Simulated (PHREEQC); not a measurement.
1.1 g of hydrous ferric oxide (600 m²/g; 0.2 weak and 0.005 strong sites per Fe, Dzombak-Morel constants, diffuse double layer) in 1 kg of water with 0.01 mol/kgw of an inert sodium salt and 3.9e-06 mol/kgw Na2SeO3, at 25 °C; the pH is set by adding NaOH or the inert anion's acid. The system is closed to oxygen. The system is closed to CO2. Precipitation was switched off in this run.

The series has 13 steps of pH, from 4 to 12.

Model: ion-association model, wateq4f.dat, run in PHREEQC.

Question: Near which pH is half of the Se sorbed, and on which side is more sorbed?

Answer: Near pH 9.4, with more sorbed at lower pH.

The database's selenite sorption wasn't checked against measurements; a fall in acid may be a fault of its surface constants.
